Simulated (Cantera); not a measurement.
Feed: 1 mol Fe3O4, 0.98 mol CO, 9.1 mol H2, equilibrated at 852 °C and 90.0 mbar.

These are equilibrium values from Cantera (NASA tables, ideal gas, pure condensed phases), not measurements of a reactor. Candidate condensed phases: C, C6H6, C7H8, C8H18, Fe, Fe(CO)5, FeO, Fe(OH)2, Fe(OH)3, Fe2O3, Fe3O4, H2O; 114 gas species. Mutual solubility and eutectic melting of coexisting phases are not modelled. The tables' stoichiometric FeO is somewhat more stable than real wüstite, so its field is too wide. FeO: taken at fixed stoichiometry. Kinetics and transport are ignored.

Base state: H2 0.729, H2O 0.174, CO 0.0799, CO2 0.0173 (mole fractions); condensed: Fe(α) + FeO(s).

Question: What changes in the equilibrium state with this change: CO from 0.98 to 1.6 mol?

Answer: 
| species | before | after |
|---|---|---|
| H2 | 0.729 | 0.686 |
| H2O | 0.174 | 0.164 |
| CO | 0.0799 | 0.123 |
| CO2 | 0.0173 | 0.0267 |
| Fe(α), mol | 0.929 | 1.04 |
| FeO(s), mol | 2.07 | 1.96 |
